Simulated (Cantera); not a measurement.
A freely propagating, adiabatic, planar premixed flame of 27.9 % H2, 15.2 % O2, 56.9 % N2, unburnt at 675 K and 4.93 atm; mixture-averaged transport, grid criteria slope 0.08 and curve 0.16, no radiation.

Detailed kinetics in Cantera: the H2/O2 subset of GRI-Mech 3.0, which has no nitrogen chemistry. The hydrogen kinetics of GRI-Mech 3.0 are dated; newer H2 mechanisms differ, most at raised pressure. Burning velocities carry a grid error of a few per cent, more on coarse grids.

Q: Predict: laminar burning velocity; thermal thickness; peak x(O); peak x(OH); peak x(HO2).

A: 
```json
{
  "laminar_burning_velocity": "826 cm/s",
  "thermal_thickness": "0.0613 mm",
  "peak x(O)": "0.0105",
  "peak x(OH)": "0.0195",
  "peak x(HO2)": "0.000844"
}
```
